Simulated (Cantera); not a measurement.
A perfectly stirred reactor is fed with CH₄ : C₂H₆ : O₂ : N₂ : H₂O = 1 : 0.67 : 5.64 : 21.2 : 1.4 (molar parts), at 660000 Pa; it is adiabatic with a 700 K inlet, and is followed from long to short residence time, starting on the burning branch (τ in s: 0.29, 0.11, 0.044, 0.017, 0.0066, 0.0026, 0.00099, 0.00039, 0.00015, 5.8e-05, 2.2e-05).

Computed with Cantera and GRI-Mech 3.0 (53 species, 325 reactions).

One state of this run: T (K) = 2188; x CH₄ = 4.94e-6; x C₂H₆ = 4.52e-7; x O₂ = 0.0426; x N₂O = 8.16e-7; x NO = 0.000343; x CO = 0.00129. x: mole fraction; the columns are a selection and need not sum to one.

Task: Which value of τ (s) does it belong to?
A) 0.044
B) 0.017
C) 2.2e-5
D) 0.0066

Result: D, 0.0066
